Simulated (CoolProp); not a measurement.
Vapour-liquid equilibrium of propylene (1) + R152A (2) at 0.0907 MPa; x and y are mole fractions of (1).

The numbers come from the multi-fluid Helmholtz-energy mixture model, Lemmon 2013 and Outcalt 1996; pair parameters Bell 2016 in CoolProp.

| x | bubble temperature, mixture model (°C) | bubble temperature, Raoult's law (°C) | y, mixture model | y, Raoult's law |
|---|---|---|---|---|
| 0.05 | -31.8 | -28.3 | 0.250 | 0.125 |
| 0.15 | ? | -31.6 | ? | 0.329 |
| 0.25 | -43.1 | -34.6 | 0.641 | 0.487 |
| 0.35 | -45.6 | -37.3 | 0.709 | 0.611 |
| 0.45 | -47.1 | -39.7 | 0.752 | 0.710 |
| 0.55 | -48.1 | -42.0 | 0.783 | 0.789 |
| 0.65 | -48.8 | -44.0 | 0.811 | 0.853 |
| 0.75 | -49.4 | -45.9 | 0.842 | 0.905 |
| 0.85 | -49.9 | -47.7 | 0.884 | 0.948 |
| 0.95 | ? | -49.3 | 0.950 | 0.984 |

Some entries are withheld; supply them.


- 0.15, bubble temperature, mixture model (°C): -39.0
- 0.15, y, mixture model: 0.516
- 0.95, bubble temperature, mixture model (°C): -50.1

The largest gap from Raoult's law is -8.5 K in bubble temperature, at x = 0.25. No azeotrope shows between x = 0.05 and 0.95.

The pair parameters rest on a limited set of measurements; away from them the model extrapolates.
